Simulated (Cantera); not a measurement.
A perfectly stirred reactor is fed with CH₄ : C₂H₆ : O₂ : N₂ = 1 : 0.21 : 2.49 : 22.9 (molar parts), at 1000000 Pa; it is adiabatic with a 775 K inlet, and is followed from long to short residence time, starting on the burning branch (τ in s: 0.022, 0.012, 0.0072, 0.0041, 0.0024, 0.0014, 0.00079, 0.00045, 0.00026, 0.00015, 8.7e-05, 5e-05, 2.9e-05).

Computed with Cantera and GRI-Mech 3.0 (53 species, 325 reactions).

Problem. Predict: blow-out, bracketed by the residence times tried; x(CH₄) at τ = 22.0 ms; x(C₂H₆) at τ = 22.0 ms; x(O₂) at τ = 22.0 ms; x(H₂O) at τ = 22.0 ms; x(CH₂) at τ = 22.0 ms; x(CH₄) at τ = 0.790 ms; x(C₂H₆) at τ = 0.790 ms; x(O₂) at τ = 0.790 ms; x(H₂O) at τ = 0.790 ms; x(CH₂) at τ = 0.790 ms.

Solution. 
```json
{
 "blow_out_bracketed_by_the_residence_times_tried": "burning at 0.790 ms, out at 0.450 ms",
 "x(CH₄) at τ = 22.0 ms": "0.000487",
 "x(C₂H₆) at τ = 22.0 ms": "4.27e-6",
 "x(O₂) at τ = 22.0 ms": "0.00101",
 "x(H₂O) at τ = 22.0 ms": "0.0905",
 "x(CH₂) at τ = 22.0 ms": "2.31e-7",
 "x(CH₄) at τ = 0.790 ms": "0.00194",
 "x(C₂H₆) at τ = 0.790 ms": "8.86e-5",
 "x(O₂) at τ = 0.790 ms": "0.0107",
 "x(H₂O) at τ = 0.790 ms": "0.0851",
 "x(CH₂) at τ = 0.790 ms": "1.13e-6"
}
```
